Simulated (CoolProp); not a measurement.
A closed Brayton cycle with carbon dioxide: compressor inlet 328.15 K and 8.5 MPa, high pressure 16.4 MPa, turbine inlet 910 K, compressor efficiency 0.85, turbine efficiency 0.93, recuperator effectiveness 0.95 (on enthalpy, no pinch check). Each further row changes one setting.

Model: reference Helmholtz-energy equation of state, Span 1996, in CoolProp.

```json
[
 {"case": "as stated", "thermal efficiency (%)": "37.5", "net work (kJ/kg)": "69.5", "compressor to turbine work": "0.32", "compressor exit (K)": "383.1", "turbine exit (K)": "822.7"},
 {"case": "turbine inlet 860 K", "thermal efficiency (%)": "36.0", "net work (kJ/kg)": "63.5", "compressor to turbine work": "0.34", "compressor exit (K)": "383.1", "turbine exit (K)": "775.9"},
 {"case": "compressor inlet 338.15 K", "thermal efficiency (%)": "37.0", "net work (kJ/kg)": "65.4", "compressor to turbine work": "0.36", "compressor exit (K)": "396.8", "turbine exit (K)": "822.7"},
 {"case": "high pressure 13.9 MPa", "thermal efficiency (%)": "35.2", "net work (kJ/kg)": "53.6", "compressor to turbine work": "0.30", "compressor exit (K)": "369.0", "turbine exit (K)": "844.3"},
 {"case": "recuperator effectiveness 0.5", "thermal efficiency (%)": "16.7", "net work (kJ/kg)": "69.5", "compressor to turbine work": "0.32", "compressor exit (K)": "383.1", "turbine exit (K)": "822.7"}
]
```
